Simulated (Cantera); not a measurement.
An adiabatic, constant-volume homogeneous reactor starts with CO : H₂ : O₂ : N₂ = 1 : 0.12 : 0.467 : 1.75 (molar parts), equivalence ratio 1.2, at 1400 K and 1200 Torr. Integrator tolerance rtol = 1e-08.

Computed with Cantera and GRI-Mech 3.0 (53 species, 325 reactions).

Problem. What does this change do: initial temperature 1400 to 1000 K?

Solution. 
```
quantity                                                            before                                    after
---------------------------------  ---------------------------------------  ---------------------------------------
time of steepest temperature rise                                  25.4 µs                                 0.741 ms
temperature at 0.400 s                                              2946 K                                   2872 K
equilibrium temperature                                             2946 K                                   2872 K
x(CO) at 0.400 s                       0.152 (gas-phase equilibrium 0.152)      0.130 (gas-phase equilibrium 0.130)
x(H₂) at 0.400 s                   0.00330 (gas-phase equilibrium 0.00330)  0.00280 (gas-phase equilibrium 0.00280)
x(O₂) at 0.400 s                     0.0328 (gas-phase equilibrium 0.0328)    0.0249 (gas-phase equilibrium 0.0249)
x(N₂O) at 0.400 s                  1.26e-6 (gas-phase equilibrium 1.26e-6)  1.17e-6 (gas-phase equilibrium 1.17e-6)
x(H₂O₂) at 0.400 s                 1.42e-7 (gas-phase equilibrium 1.42e-7)  1.42e-7 (gas-phase equilibrium 1.42e-7)
x(NO) at 0.400 s                     0.0150 (gas-phase equilibrium 0.0150)    0.0120 (gas-phase equilibrium 0.0120)
x(NO₂) at 0.400 s                  6.24e-6 (gas-phase equilibrium 6.24e-6)  5.34e-6 (gas-phase equilibrium 5.34e-6)
```
